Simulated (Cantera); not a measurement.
An adiabatic, constant-volume homogeneous reactor starts with CO : H2 : O2 : N2 = 1 : 0.41 : 0.441 : 1.66 (molar parts), equivalence ratio 1.6, at 1700 K and 21000 Pa.

Model: GRI-Mech 3.0 (53 species, 325 reactions), integrated in Cantera.

Predict: time of steepest temperature rise; temperature at 0.900 s; equilibrium temperature; x(CO) at 0.900 s; x(H2) at 0.900 s; x(O2) at 0.900 s; x(NO) at 0.900 s; x(N2O) at 0.900 s.


| Quantity | Value |
|---|---|
| time of steepest temperature rise | 50.1 µs |
| temperature at 0.900 s | 2828 K |
| equilibrium temperature | 2828 K |
| x(CO) at 0.900 s | 0.205 (gas-phase equilibrium 0.205) |
| x(H2) at 0.900 s | 0.0229 (gas-phase equilibrium 0.0229) |
| x(O2) at 0.900 s | 0.0211 (gas-phase equilibrium 0.0211) |
| x(NO) at 0.900 s | 0.00971 (gas-phase equilibrium 0.00971) |
| x(N2O) at 0.900 s | 2.48e-7 (gas-phase equilibrium 2.48e-7) |
